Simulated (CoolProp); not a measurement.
Vapour-liquid equilibrium of hydrogen chloride (1) + n-butane (2) at 219 K; x and y are mole fractions of (1).

Values from CoolProp's multi-fluid Helmholtz-energy mixture model, Thol 2018 and Bücker 2006; pair parameters Bell 2016.

| x | bubble pressure (kPa) | y at the bubble point | dew pressure at overall composition x (kPa) | liquid density (mol/L) |
|---|---|---|---|---|
| 0.05 | 63.22 | 0.887 | 7.716 | 11.68 |
| 0.2 | 209.1 | 0.968 | 9.161 | 13.03 |
| 0.35 | 296.5 | 0.979 | 11.27 | 14.67 |
| 0.5 | 336.4 | 0.983 | 14.63 | 16.71 |
| 0.65 | 357.2 | 0.985 | 20.85 | 19.35 |
| 0.8 | 382.1 | 0.988 | 36.27 | 22.92 |
| 0.95 | 425.7 | 0.996 | 138.6 | 28.05 |

No azeotrope shows between x = 0.05 and 0.95.

The pair parameters rest on a limited set of measurements; away from them the model extrapolates. With so large a gap from Raoult's law the liquid may split in two, which this calculation doesn't test in full.
